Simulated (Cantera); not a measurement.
What does this Cantera script print?

```python
import numpy as np
import cantera as ct

gas_names = """
    Cr CrN CrO CrO2 CrO3 H HNO HNO2 HNO3 HO2 H2 H2O H2O2 N NH NH2 NH3 NH2OH NO NO2 NO3 N2 N2H2 N2H4 N2O
    O OH O2 O3
""".split()
cond_names = """
    Cr(cr) Cr(L) CrN(s) Cr2N(s) Cr2O3(s) Cr2O3(L) H2O(s) H2O(L)
""".split()


# ... load() reads the species with a 1 bar reference pressure and builds the phases ...
atoms = {
    'Cr2O3': {'Cr': 2, 'O': 3},
    'H2': {'H': 2},
    'N2': {'N': 2},
}
top_T = {'CrN(s)': 1900, 'Cr2N(s)': 1900}  # K; cautious upper limits of use, not melting points


# ... equilibrate(T, P, feed) seeds the gas with the atoms and calls Mixture.equilibrate('TP', solver="vcs", rtol=1e-11, max_steps=5000) ...
results = []
feed = {'Cr2O3': 1, 'H2': 180, 'N2': 50}  # mol
P = 390  # Pa
for T in [1425, 1475, 1525, 1575, 1625, 1675, 1725, 1775, 1825, 1875]:
    mix = equilibrate(T, P, feed)
    results.append((T, P, feed, dict(zip(mix.species_names, mix.species_moles))))

top = {s: max(r[3][s] / sum(r[3][g] for g in gas_names) for r in results) for s in gas_names}
cols = sorted((s for s in top if top[s] > 0.001), key=lambda s: -top[s])[:8]
seen = [c for c in cond_names if any(r[3].get(c, 0) > 1e-12 for r in results)]
print("log10 of partial pressures in bar; condensed amounts in mol")
print(f"{'T/K':>10s}" + "".join(f"{s[:9]:>10s}" for s in cols + seen))
for T, P, feed, n in results:
    ng = sum(n[g] for g in gas_names)
    print(f"{T:10.4g}" + "".join(f"{np.log10(max(n[s] / ng * P / 1e5, 1e-99)):10.3f}" for s in cols)
          + "".join(f"{n.get(c, 0):10.4g}" for c in seen))
```

Result:

```
log10 of partial pressures in bar; condensed amounts in mol
       T/K        H2        N2       H2O         H        Cr    Cr(cr)  Cr2O3(s)
      1425    -2.516    -3.072    -5.649    -6.424    -6.957   0.08169    0.9559
      1475    -2.516    -3.072    -5.495    -6.145    -6.477     0.106    0.9372
      1525    -2.516    -3.072    -5.352    -5.884    -6.030    0.1198    0.9126
      1575    -2.517    -3.072    -5.218    -5.640    -5.613   0.09411    0.8809
      1625    -2.518    -3.073    -5.074    -5.410    -5.250         0    0.8338
      1675    -2.519    -3.073    -4.857    -5.195    -5.033         0    0.7256
      1725    -2.522    -3.074    -4.654    -4.992    -4.830         0    0.5603
      1775    -2.525    -3.075    -4.463    -4.801    -4.640         0    0.3143
      1825    -2.529    -3.077    -4.302    -4.621    -4.479         0         0
      1875    -2.531    -3.077    -4.303    -4.449    -4.480         0         0
```

Cantera equilibrium calculation (NASA polynomials, part measured and part estimated; ideal gas, pure solids and liquids). Mutual solubility and eutectic melting of coexisting phases are not modelled.
